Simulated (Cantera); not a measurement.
A freely propagating, adiabatic, planar premixed flame of H2 : O2 : N2 = 1 : 0.217 : 0.848 (molar parts), unburnt at 448 K and 10.0 bar; unity-Lewis-number transport, grid criteria slope 0.08 and curve 0.16, no radiation.

Computed with Cantera and the H2/O2 subset of GRI-Mech 3.0, which has no nitrogen chemistry. The hydrogen kinetics of GRI-Mech 3.0 are dated; newer H2 mechanisms differ, most at raised pressure. Unity Lewis numbers drop preferential diffusion, which matters most where H2 and H carry the flame. Burning velocities carry a grid error of a few per cent, more on coarse grids.

### Question
Predict: laminar burning velocity; thermal thickness; peak x(H); peak x(HO2); peak x(O).

### Answer
```json
{
 "laminar_burning_velocity": "261 cm/s",
 "thermal_thickness": "0.0276 mm",
 "peak x(H)": "0.0288",
 "peak x(HO2)": "0.000835",
 "peak x(O)": "0.000578"
}
```
